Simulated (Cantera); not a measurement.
A perfectly stirred reactor is fed with 87.7 % NH3, 12.3 % H2, at 0.350 bar; it is held at 1750 K, and followed from long to short residence time.

Model: the gas-phase N/H chemistry of the illustrative SiF4/NH3 mechanism in the Surface Chemkin manual (1991), integrated in Cantera. Walls and surfaces, which speed up NH3 decomposition in real reactors, are not modelled.

### Question
Predict: x(NH3) at τ = 0.370 s; x(H2) at τ = 0.370 s; x(NH2) at τ = 0.370 s; x(NH) at τ = 0.370 s; x(N2H4) at τ = 0.370 s; x(NH3) at τ = 7.20 ms; x(H2) at τ = 7.20 ms; x(NH2) at τ = 7.20 ms; x(NH) at τ = 7.20 ms; x(N2H4) at τ = 7.20 ms.

### Answer
```json
{
 "x(NH3) at τ = 0.370 s": "0.696",
 "x(H2) at τ = 0.370 s": "0.256",
 "x(NH2) at τ = 0.370 s": "0.000249",
 "x(NH) at τ = 0.370 s": "1.65e-6",
 "x(N2H4) at τ = 0.370 s": "1.04e-7",
 "x(NH3) at τ = 7.20 ms": "0.873",
 "x(H2) at τ = 7.20 ms": "0.126",
 "x(NH2) at τ = 7.20 ms": "0.000275",
 "x(NH) at τ = 7.20 ms": "1.46e-6",
 "x(N2H4) at τ = 7.20 ms": "1.26e-7"
}
```
